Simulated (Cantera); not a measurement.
Adiabatic ignition

An adiabatic, constant-volume homogeneous reactor starts with 5.83 % CH4, 19.4 % O2, 72.9 % N2, 1.81 % H2O, at 1348 K and 1000000 Pa.

Cantera simulation using GRI-Mech 3.0 (53 species, 325 reactions); the numbers are that mechanism's predictions, not measurements.

```json
[
 {"t (s)": "8.00e-6", "T (K)": "1348", "P (bar)": "10.00", "x CH4": "0.0583", "x O2": "0.194", "x NO": "<1e-12", "x CH3": "6.46e-7", "x CH2O": "6.91e-8", "x N2O": "1.57e-12", "x CO2": "2.03e-12"},
 {"t (s)": "2.77e-5", "T (K)": "1348", "P (bar)": "10.00", "x CH4": "0.0583", "x O2": "0.194", "x NO": "<1e-12", "x CH3": "3.37e-6", "x CH2O": "1.20e-6", "x N2O": "1.68e-11", "x CO2": "1.64e-10"},
 {"t (s)": "9.61e-5", "T (K)": "1348", "P (bar)": "10.0", "x CH4": "0.0583", "x O2": "0.194", "x NO": "<1e-12", "x CH3": "1.98e-5", "x CH2O": "2.90e-5", "x N2O": "1.70e-10", "x CO2": "2.20e-8"},
 {"t (s)": "0.000333", "T (K)": "1353", "P (bar)": "10.0", "x CH4": "0.0575", "x O2": "0.194", "x NO": "<1e-12", "x CH3": "4.43e-5", "x CH2O": "0.000359", "x N2O": "1.80e-9", "x CO2": "8.93e-7"},
 {"t (s)": "0.00115", "T (K)": "2696", "P (bar)": "20.1", "x CH4": "<1e-12", "x O2": "0.0711", "x NO": "0.0107", "x CH3": "<1e-12", "x CH2O": "5.36e-11", "x N2O": "3.94e-6", "x CO2": "0.0536"},
 {"t (s)": "0.00400", "T (K)": "2683", "P (bar)": "20.0", "x CH4": "<1e-12", "x O2": "0.0681", "x NO": "0.0169", "x CH3": "<1e-12", "x CH2O": "5.04e-11", "x N2O": "4.02e-6", "x CO2": "0.0538"},
 {"t (s)": "0.0139", "T (K)": "2683", "P (bar)": "20.0", "x CH4": "<1e-12", "x O2": "0.0681", "x NO": "0.0169", "x CH3": "<1e-12", "x CH2O": "5.04e-11", "x N2O": "4.02e-6", "x CO2": "0.0538"},
 {"t (s)": "0.0480", "T (K)": "2683", "P (bar)": "20.0", "x CH4": "<1e-12", "x O2": "0.0681", "x NO": "0.0169", "x CH3": "<1e-12", "x CH2O": "5.04e-11", "x N2O": "4.02e-6", "x CO2": "0.0538"},
 {"t (s)": "0.167", "T (K)": "2683", "P (bar)": "20.0", "x CH4": "<1e-12", "x O2": "0.0681", "x NO": "0.0169", "x CH3": "<1e-12", "x CH2O": "5.04e-11", "x N2O": "4.02e-6", "x CO2": "0.0538"},
 {"t (s)": "0.577", "T (K)": "2683", "P (bar)": "20.0", "x CH4": "<1e-12", "x O2": "0.0681", "x NO": "0.0169", "x CH3": "<1e-12", "x CH2O": "5.04e-11", "x N2O": "4.02e-6", "x CO2": "0.0538"},
 {"t (s)": "2.00", "T (K)": "2683", "P (bar)": "20.0", "x CH4": "<1e-12", "x O2": "0.0681", "x NO": "0.0169", "x CH3": "<1e-12", "x CH2O": "5.04e-11", "x N2O": "4.02e-6", "x CO2": "0.0538"}
]
```
x: mole fraction; the columns are a selection and need not sum to one.

```yaml
time_of_steepest_temperature_rise: 0.676 ms
temperature at 2.00 s: 2683 K
equilibrium_temperature: 2683 K
x(CH4) at 2.00 s: <1e-12 (gas-phase equilibrium <1e-12)
x(O2) at 2.00 s: 0.0681 (gas-phase equilibrium 0.0681)
x(NO) at 2.00 s: 0.0169 (gas-phase equilibrium 0.0169)
```
